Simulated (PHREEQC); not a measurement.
Consider water at 25 °C with 0.19 mol/kgw Cu(NO3)2, 0.001 mol/kgw H2SO4 and 0.0063 mol/kgw H3BO3. Closed to the air; pH follows from the charge balance.

Computed with PHREEQC (ion-association model, wateq4f.dat).

Precipitation was switched off in this run.

Question: What pH, activity of water does the model give?

Answer: pH 2.82; activity of water 0.990.

Question: In which forms is S present?

Answer: CuSO4 60 %, SO4-2 38 %, HSO4- 1.7 % of the S.
